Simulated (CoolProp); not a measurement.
Sulfur dioxide along the isobar 6620 kPa: fugacity coefficient from the reference equation and from simpler models built on Tc = 430.6 K, pc = 7887 kPa, ω = 0.256; each cubic takes its own stable root.

The numbers come from the reference Helmholtz-energy equation of state, Gao 2016 in CoolProp.

```json
[
 {"T (K)": "389.9", "phase": "liquid", "reference": "0.4681", "Redlich-Kwong": "0.5261", "Soave-Redlich-Kwong": "0.4838", "Peng-Robinson": "0.4677"},
 {"T (K)": "403.8", "phase": "liquid", "reference": "0.5660", "Redlich-Kwong": "0.6113", "Soave-Redlich-Kwong": "0.5821", "Peng-Robinson": "0.5630"},
 {"T (K)": "417.8", "phase": "liquid", "reference": "0.6681", "Redlich-Kwong": "0.6937", "Soave-Redlich-Kwong": "0.6813", "Peng-Robinson": "0.6595"},
 {"T (K)": "431.7", "phase": "gas", "reference": "[?]", "Redlich-Kwong": "0.7251", "Soave-Redlich-Kwong": "0.7254", "Peng-Robinson": "[?]"},
 {"T (K)": "445.7", "phase": "gas", "reference": "0.7505", "Redlich-Kwong": "[?]", "Soave-Redlich-Kwong": "0.7558", "Peng-Robinson": "0.7341"},
 {"T (K)": "459.6", "phase": "gas", "reference": "0.7772", "Redlich-Kwong": "0.7736", "Soave-Redlich-Kwong": "[?]", "Peng-Robinson": "0.7599"},
 {"T (K)": "473.6", "phase": "gas", "reference": "0.8003", "Redlich-Kwong": "0.7933", "Soave-Redlich-Kwong": "0.8043", "Peng-Robinson": "0.7827"},
 {"T (K)": "487.5", "phase": "gas", "reference": "0.8203", "Redlich-Kwong": "0.8107", "Soave-Redlich-Kwong": "0.8242", "Peng-Robinson": "0.8028"},
 {"T (K)": "501.5", "phase": "gas", "reference": "0.8381", "Redlich-Kwong": "0.8264", "Soave-Redlich-Kwong": "0.8421", "Peng-Robinson": "0.8208"},
 {"T (K)": "515.4", "phase": "gas", "reference": "0.8537", "Redlich-Kwong": "0.8403", "Soave-Redlich-Kwong": "0.8579", "Peng-Robinson": "0.8370"}
]
```

Q: Complete the blanks.

A: 
- 431.7, reference: 0.7183
- 431.7, Peng-Robinson: 0.7039
- 445.7, Redlich-Kwong: 0.7512
- 459.6, Soave-Redlich-Kwong: 0.7816

At some of these states Redlich-Kwong gives the other phase, because its saturation line lies elsewhere.
